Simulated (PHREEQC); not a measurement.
Dissolve 0.062 mol/kgw HCl, 0.066 mol/kgw Al2(SO4)3 and 0.0068 mol/kgw Fe2(SO4)3 at 25 °C. Closed to the air; pH follows from the charge balance.

Equilibrium calculation in PHREEQC: ion-association model, phreeqc.dat.

No solid was allowed to form.

### Question
Predict the pH.

### Answer
pH 1.62.

### Question
In which forms is S present?

### Answer
AlSO4+ 40 %, Al(SO4)2- 23 %, SO4-2 17 %, HSO4- 13 %, FeSO4+ 4.3 %, Fe(SO4)2- 1.7 % of the S.

Examples of supersaturated solids here: Hematite (slow to form), Goethite (slow to form). Others may be too.
